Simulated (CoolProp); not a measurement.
Vapour-liquid equilibrium of cyclohexane (1) + toluene (2) at 0.842 MPa; x and y are mole fractions of (1).

Values from CoolProp's multi-fluid Helmholtz-energy mixture model, Zhou 2014 and Lemmon 2006; pair parameters Bell 2016.

```tsv
x	bubble temperature (°C)	y at the bubble point	dew temperature at overall composition x (°C)	liquid density (mol/L)
0.05	203.7	0.087	204.9	7.257
0.2	196.0	0.308	199.8	7.287
0.35	189.7	0.481	194.5	7.303
0.5	184.5	0.623	189.0	7.310
0.65	180.1	0.746	183.5	7.312
0.8	176.4	0.857	178.3	7.314
0.95	173.2	0.964	173.6	7.318
```

No azeotrope shows between x = 0.05 and 0.95.

The pair parameters rest on a limited set of measurements; away from them the model extrapolates.
